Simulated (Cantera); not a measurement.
Cantera run:

```python
import numpy as np
import cantera as ct

gas_names = """
    N2O
""".split()
cond_names = """
    V2O5(s) V2O5(L) VN(s) V2O3(s) V2O3(L)
""".split()


# ... load() reads the species with a 1 bar reference pressure and builds the phases ...
species = {s.name: s for s in load("nasa_gas.yaml", gas_names) + load("nasa_condensed.yaml", cond_names)}
# Each term lists the table entries of one substance; the one whose range holds T is used.
reactions = {
    '2 V2O5 + 2 VN = 3 V2O3 + N2O(g)':
        [(-2, ['V2O5(s)', 'V2O5(L)']), (-2, ['VN(s)']), (3, ['V2O3(s)', 'V2O3(L)']), (1, ['N2O'])],
}


def pick(names, T):
    return next(species[n] for n in names if species[n].thermo.min_temp <= T <= species[n].thermo.max_temp)


results = []
for label, terms in reactions.items():
    print(label)
    print("     T/K   dH/kJ  dS/(J/K)   dG/kJ   log10 K")
    for T in [850, 1000, 1150, 1300, 1450, 1600, 1750, 1900, 2050, 2200]:
        used = [(nu, pick(names, T)) for nu, names in terms]
        dH = sum(nu * s.thermo.h(T) for nu, s in used) / 1e6
        dS = sum(nu * s.thermo.s(T) for nu, s in used) / 1e3
        dG = dH - T * dS / 1e3
        logK = -dG * 1e6 / (ct.gas_constant * T * np.log(10))
        results.append((label, T, dH, dS, dG, logK, [s.name for _, s in used]))
        print(f"{T:8g} {dH:8.1f} {dS:8.1f} {dG:8.1f} {logK:8.2f}")
```

Output:

```
2 V2O5 + 2 VN = 3 V2O3 + N2O(g)
     T/K   dH/kJ  dS/(J/K)   dG/kJ   log10 K
     850    -39.0    181.3   -193.1    11.87
    1000   -170.0     42.4   -212.4    11.09
    1150   -172.1     40.4   -218.6     9.93
    1300   -172.6     40.0   -224.6     9.02
    1450   -171.4     40.8   -230.6     8.31
    1600   -168.4     42.8   -236.9     7.73
    1750   -163.5     45.8   -243.5     7.27
    1900   -156.7     49.5   -250.7     6.89
    2050   -148.0     53.9   -258.4     6.58
    2200   -137.3     58.9   -266.9     6.34
```

Standard-state values (1 bar) from the NASA 1993 polynomials, evaluated with Cantera. VN: taken at fixed stoichiometry. Condensed species are held in their standard states even where they would react or evaporate.
